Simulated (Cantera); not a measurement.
A perfectly stirred reactor is fed with CH4 : C2H6 : O2 : N2 : H2O = 1 : 1.4 : 14.7 : 55.2 : 12 (molar parts), equivalence ratio 0.47, at 1.00 atm; it is adiabatic with a 450 K inlet, and is followed from long to short residence time, starting on the burning branch (τ in s: 0.14, 0.037, 0.0099, 0.0027, 0.00072, 0.00019, 5.3e-05, 1.4e-05, 3.8e-06).

Detailed kinetics in Cantera: GRI-Mech 3.0 (53 species, 325 reactions).

### Question
What does this change do: N2 55.2 to 42 parts?

### Answer
```
quantity                                                                      before                                after
------------------------------------------------  ----------------------------------  -----------------------------------
blow-out, bracketed by the residence times tried  burning at 9.90 ms, out at 2.70 ms  burning at 2.70 ms, out at 0.720 ms
x(CH4) at τ = 0.140 s                                                        1.05e-5                              5.58e-6
x(C2H6) at τ = 0.140 s                                                       3.70e-6                              1.91e-6
x(O2) at τ = 0.140 s                                                          0.0920                                0.109
x(HCO) at τ = 0.140 s                                                        7.69e-9                              6.26e-9
x(HO2) at τ = 0.140 s                                                        5.06e-6                              2.83e-6
x(CH4) at τ = 0.720 ms                                                        0.0119                               0.0141
x(C2H6) at τ = 0.720 ms                                                       0.0166                               0.0197
x(O2) at τ = 0.720 ms                                                          0.174                                0.207
x(HCO) at τ = 0.720 ms                                                        <1e-12                               <1e-12
x(HO2) at τ = 0.720 ms                                                        <1e-12                               <1e-12
```
